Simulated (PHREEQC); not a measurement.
Solution (34 °C): 17 mmol/kgw HF, 0.41 mmol/kgw CsF and 0.016 mmol/kgw H4SiO4. Closed to the air; pH follows from the charge balance.

Equilibrium calculation in PHREEQC: ion-association model, wateq4f.dat.

Precipitation was switched off in this run.

Problem. Order these F species by the share of F that they hold, largest first: HF2-, HF, H2F2, F-, SiF6-2.

Solution. HF (76 %), F- (17 %), H2F2 (3.8 %), HF2- (1.9 %), SiF6-2 (0.55 %)

The pH is 2.58 and the ionic strength 0.00324 mol/kgw. SiF6-2 is the database's only silicon fluoride.
